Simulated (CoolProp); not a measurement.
The numbers come from the reference Helmholtz-energy equation of state, Lemmon 2016 in CoolProp.

Q: Give the vapour pressure (bar), enthalpy of vaporisation (kJ/kg), vapour Z of saturated R115 at -40.85 °C.

A: 
| T (°C) | p (bar) | enthalpy of vaporisation (kJ/kg) | vapour Z |
|---|---|---|---|
| -40.85 | 0.941 | 126 | 0.959 |
